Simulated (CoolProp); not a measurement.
Vapour-liquid equilibrium of n-perfluoropentane (1) + n-pentane (2) at 302.4 K; x and y are mole fractions of (1).

Computed with CoolProp (multi-fluid Helmholtz-energy mixture model, Gao 2022 and Thol 2019; pair parameters Bell 2016).

**Question.** Give the bubble pressure and the first vapour's composition at x = 0.35, 0.575, 0.725. Is there an azeotrope?

**Answer.** x = 0.35: 1.467 bar, y = 0.514; x = 0.575: 1.468 bar, y = 0.525; x = 0.725: 1.433 bar, y = 0.574. y crosses x between x = 0.5 and 0.575: the model has an azeotrope there.

Pair parameters are fitted to limited data, so mixtures are less certain than the pure fluids. With so large a gap from Raoult's law the liquid may split in two, which this calculation doesn't test in full.
